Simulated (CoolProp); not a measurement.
Vapour-liquid equilibrium of CH2F2 (R32) (1) + R125 (2) at 205.3 K; x and y are mole fractions of (1).

Values from CoolProp's multi-fluid Helmholtz-energy mixture model, Tillner-Roth 1997 and Lemmon 2005; pair parameters Lemmon 2004.

### Question
Give the bubble pressure and the first vapour's composition at x = 0.05, 0.5, 0.65. Is there an azeotrope?

### Answer
x = 0.05: 0.03485 MPa, y = 0.063; x = 0.5: 0.03931 MPa, y = 0.555; x = 0.65: 0.04040 MPa, y = 0.687. y crosses x between x = 0.8 and 0.95: the model has an azeotrope there.

Pair parameters are fitted to limited data, so mixtures are less certain than the pure fluids.
